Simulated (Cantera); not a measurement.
Cantera run, input and output.

```python
import numpy as np
import cantera as ct

surf = ct.Interface("ptcombust.yaml", "Pt_surf")
gas = surf.adjacent["gas"]
gas.TPX = 900, 230000, {'H2': 0.0039, 'O2': 0.016, 'N2': 0.79}
surf.TP = 900, 230000
reactor = ct.FlowReactor(gas, clone=False)
reactor.area = 0.0001  # m2
reactor.surface_area_to_volume_ratio = 8000  # 1/m
reactor.mass_flow_rate = 16 * reactor.area * gas.density  # inlet velocity 16 m/s
reactor.energy_enabled = False
wall = ct.ReactorSurface(surf, reactor, clone=False)
net = ct.ReactorNet([reactor])
net.rtol, net.atol = 1e-8, 1e-16
show, cover = ['H2', 'O2', 'H2O'], ['PT(S)', 'H(S)', 'O(S)', 'OH(S)', 'CO(S)', 'C(S)']

rows = []
print(f"{'z/m':>9s}{'u/(m/s)':>9s}" + "".join(f"{s:>13s}" for s in show + cover))
for z in [6.5e-05, 0.00011, 0.00018, 0.0003, 0.0005, 0.00084, 0.0014, 0.0023, 0.0039, 0.0065]:
    net.advance(z)
    rows.append([reactor.speed, *gas[show].X, *surf[cover].coverages])
    print(f"{z:9.4g}{rows[-1][0]:9.3g}" + "".join(f"{x:13.4e}" for x in rows[-1][1:]))
```

Result:

```
      z/m  u/(m/s)           H2           O2          H2O        PT(S)         H(S)         O(S)        OH(S)        CO(S)         C(S)
  6.5e-05       16   2.9966e-03   1.8862e-02   1.8232e-03   3.3174e-01   3.9753e-07   6.6545e-01   2.8023e-03   3.7253e-25   2.3963e-27
  0.00011       16   2.3467e-03   1.8543e-02   2.4747e-03   2.7373e-01   2.8606e-07   7.2353e-01   2.7337e-03   2.0020e-26   5.4998e-28
  0.00018       16   1.7183e-03   1.8234e-02   3.1046e-03   2.2373e-01   2.0525e-07   7.7363e-01   2.6413e-03   1.7062e-27   7.5977e-30
   0.0003       16   1.1098e-03   1.7935e-02   3.7145e-03   1.8421e-01   1.5004e-07   8.1324e-01   2.5420e-03   2.2539e-28   8.3292e-31
   0.0005       16   6.0108e-04   1.7685e-02   4.2245e-03   1.5839e-01   1.1776e-07   8.3914e-01   2.4636e-03   7.2884e-28   3.6577e-30
  0.00084       16   2.3914e-04   1.7507e-02   4.5873e-03   1.4351e-01   1.0047e-07   8.5407e-01   2.4136e-03   7.1373e-27   2.7345e-29
   0.0014       16   5.8018e-05   1.7418e-02   4.7689e-03   1.3699e-01   9.3187e-08   8.6062e-01   2.3906e-03  -9.6520e-29  -3.9765e-31
   0.0023       16   6.3194e-06   1.7393e-02   4.8207e-03   1.3523e-01   9.1251e-08   8.6238e-01   2.3843e-03   1.8806e-29   7.3216e-32
   0.0039       16   1.2534e-07   1.7390e-02   4.8269e-03   1.3502e-01   9.1023e-08   8.6259e-01   2.3835e-03   5.1579e-30   1.9709e-32
   0.0065       16   2.1683e-10   1.7390e-02   4.8270e-03   1.3502e-01   9.1018e-08   8.6260e-01   2.3835e-03   5.1126e-30   1.9527e-32
```

Cantera simulation using Deutschmann's 1995 Pt surface mechanism with GRI-Mech 3.0 gas chemistry; the numbers are that mechanism's predictions, not measurements. Catalytic surfaces can have several steady states; this one follows from the mechanism file's or the stated starting coverage. Mass transfer to the wall is taken as infinitely fast.
